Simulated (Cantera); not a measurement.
Input (Python, Cantera) and output of one run.

```python
import numpy as np
import cantera as ct

gas_names = """
    C CO COS CO2 CS CS2 C2 C2O C3 C3O2 C4 C5 Mg MgO MgS Mg2 O O2 O3 S SO SO2 SO3 S2 S2O S8
""".split()
cond_names = """
    C(gr) Mg(cr) Mg(L) MgCO3(s) MgO(s) MgO(L) MgS(s) MgSO4(s) MgSO4(L) S(cr1) S(cr2) S(L)
""".split()


# ... load() reads the species with a 1 bar reference pressure and builds the phases ...
atoms = {
    'MgSO4': {'Mg': 1, 'S': 1, 'O': 4},
    'C': {'C': 1},
    'O2': {'O': 2},
}
top_T = {'C(gr)': 4500, 'MgS(s)': 2250}  # K; cautious upper limits of use, not melting points


# ... equilibrate(T, P, feed) seeds the gas with the atoms and calls Mixture.equilibrate('TP', solver="vcs", rtol=1e-11, max_steps=5000) ...
results = []
feed = {'MgSO4': 1, 'C': 0.47, 'O2': 7.9}  # mol
P = 2400  # Pa
for T in [975, 1025, 1075, 1125, 1175, 1225, 1275]:
    mix = equilibrate(T, P, feed)
    results.append((T, P, feed, dict(zip(mix.species_names, mix.species_moles))))

top = {s: max(r[3][s] / sum(r[3][g] for g in gas_names) for r in results) for s in gas_names}
cols = sorted((s for s in top if top[s] > 1e-05), key=lambda s: -top[s])[:9]
seen = [c for c in cond_names if any(r[3].get(c, 0) > 1e-12 for r in results)]
print("log10 of partial pressures in bar; condensed amounts in mol")
print(f"{'T/K':>10s}" + "".join(f"{s[:9]:>10s}" for s in cols + seen))
for T, P, feed, n in results:
    ng = sum(n[g] for g in gas_names)
    print(f"{T:10.4g}" + "".join(f"{np.log10(max(n[s] / ng * P / 1e5, 1e-99)):10.3f}" for s in cols)
          + "".join(f"{n.get(c, 0):10.4g}" for c in seen))
```

It prints:

```
log10 of partial pressures in bar; condensed amounts in mol
       T/K        O2       SO2       CO2       SO3    MgO(s)  MgSO4(s)
       975    -1.647    -5.229    -2.846    -5.665  0.002656    0.9973
      1025    -1.648    -4.248    -2.847    -4.939   0.02247    0.9775
      1075    -1.655    -3.359    -2.858    -4.285    0.1662    0.8338
      1125    -1.694    -2.621    -2.919    -3.776         1         0
      1175    -1.694    -2.611    -2.920    -3.958         1         0
      1225    -1.694    -2.605    -2.920    -4.128         1         0
      1275    -1.694    -2.601    -2.920    -4.286         1         0
```

Cantera equilibrium calculation (NASA polynomials, part measured and part estimated; ideal gas, pure solids and liquids). Mutual solubility and eutectic melting of coexisting phases are not modelled.
